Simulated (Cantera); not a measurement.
What does this Cantera script print?

```python
import numpy as np
import cantera as ct

gas_names = """
    H HNO HNO2 HNO3 HO2 H2 H2O H2O2 N NH NH2 NH3 NH2OH NO NO2 NO3 N2 N2H2 N2H4 N2O O OH O2 O3
""".split()
cond_names = """
    H2O(s) H2O(L)
""".split()


# ... load() reads the species with a 1 bar reference pressure and builds the phases ...
atoms = {
    'NH3': {'N': 1, 'H': 3},
    'H2O': {'H': 2, 'O': 1},
    'O2': {'O': 2},
}
top_T = {}  # K; cautious upper limits of use, not melting points


# ... equilibrate(T, P, feed) seeds the gas with the atoms and calls Mixture.equilibrate('TP', solver="vcs", rtol=1e-11, max_steps=5000) ...
results = []
feed = {'NH3': 1, 'H2O': 0.31, 'O2': 0.09}  # mol
P = 210000  # Pa
for T in [1748, 1948, 2148, 2348, 2548, 2748, 2948]:
    mix = equilibrate(T, P, feed)
    results.append((T, P, feed, dict(zip(mix.species_names, mix.species_moles))))

top = {s: max(r[3][s] / sum(r[3][g] for g in gas_names) for r in results) for s in gas_names}
cols = sorted((s for s in top if top[s] > 1e-06), key=lambda s: -top[s])[:9]
seen = [c for c in cond_names if any(r[3].get(c, 0) > 1e-12 for r in results)]
print("log10 of partial pressures in bar; condensed amounts in mol")
print(f"{'T/K':>10s}" + "".join(f"{s[:9]:>10s}" for s in cols + seen))
for T, P, feed, n in results:
    ng = sum(n[g] for g in gas_names)
    print(f"{T:10.4g}" + "".join(f"{np.log10(max(n[s] / ng * P / 1e5, 1e-99)):10.3f}" for s in cols)
          + "".join(f"{n.get(c, 0):10.4g}" for c in seen))
```

It prints:

```
log10 of partial pressures in bar; condensed amounts in mol
       T/K        H2        N2       H2O         H        OH         O        NO        O2       NH3
      1748     0.079    -0.342    -0.351    -3.602    -5.266    -9.050    -7.157    -9.831    -4.539
      1948     0.079    -0.343    -0.351    -2.908    -4.381    -7.498    -6.105    -8.290    -4.711
      2148     0.078    -0.343    -0.352    -2.341    -3.661    -6.232    -5.249    -7.034    -4.851
      2348     0.075    -0.344    -0.354    -1.871    -3.064    -5.180    -4.538    -5.990    -4.969
      2548     0.070    -0.346    -0.358    -1.475    -2.562    -4.292    -3.939    -5.108    -5.073
      2748     0.059    -0.351    -0.368    -1.139    -2.137    -3.533    -3.429    -4.355    -5.171
      2948     0.039    -0.360    -0.388    -0.853    -1.777    -2.879    -2.992    -3.707    -5.272
```

These are equilibrium values from Cantera (NASA tables, ideal gas, pure condensed phases), not measurements of a reactor.
